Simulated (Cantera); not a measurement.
An adiabatic, constant-pressure homogeneous reactor starts with H2 : O2 : N2 = 1 : 1.04 : 3.92 (molar parts), equivalence ratio 0.48, at 1448 K and 1.01 bar. Integrator tolerance rtol = 1e-08.

Cantera simulation using GRI-Mech 3.0 (53 species, 325 reactions); the numbers are that mechanism's predictions, not measurements.

Question: What does this change do: N2 3.92 to 2.6 parts?

Answer: 
| quantity | before | after |
|---|---|---|
| time of steepest temperature rise | 16.8 µs | 12.9 µs |
| temperature at 0.200 s | 2478 K | 2649 K |
| equilibrium temperature | 2478 K | 2649 K |
| x(H2) at 0.200 s | 0.00308 (gas-phase equilibrium 0.00308) | 0.00753 (gas-phase equilibrium 0.00753) |
| x(O2) at 0.200 s | 0.0877 (gas-phase equilibrium 0.0877) | 0.111 (gas-phase equilibrium 0.111) |
| x(NO) at 0.200 s | 0.0136 (gas-phase equilibrium 0.0136) | 0.0189 (gas-phase equilibrium 0.0189) |
| x(H2O) at 0.200 s | 0.171 (gas-phase equilibrium 0.171) | 0.213 (gas-phase equilibrium 0.213) |
| x(O) at 0.200 s | 0.00384 (gas-phase equilibrium 0.00384) | 0.00968 (gas-phase equilibrium 0.00968) |

Question: What does this change do: initial temperature 1448 to 1625 K?

Answer: 
| quantity | before | after |
|---|---|---|
| time of steepest temperature rise | 16.8 µs | 9.92 µs |
| temperature at 0.200 s | 2478 K | 2581 K |
| equilibrium temperature | 2478 K | 2581 K |
| x(H2) at 0.200 s | 0.00308 (gas-phase equilibrium 0.00308) | 0.00494 (gas-phase equilibrium 0.00494) |
| x(O2) at 0.200 s | 0.0877 (gas-phase equilibrium 0.0877) | 0.0850 (gas-phase equilibrium 0.0850) |
| x(NO) at 0.200 s | 0.0136 (gas-phase equilibrium 0.0136) | 0.0159 (gas-phase equilibrium 0.0159) |
| x(H2O) at 0.200 s | 0.171 (gas-phase equilibrium 0.171) | 0.165 (gas-phase equilibrium 0.165) |
| x(O) at 0.200 s | 0.00384 (gas-phase equilibrium 0.00384) | 0.00623 (gas-phase equilibrium 0.00623) |
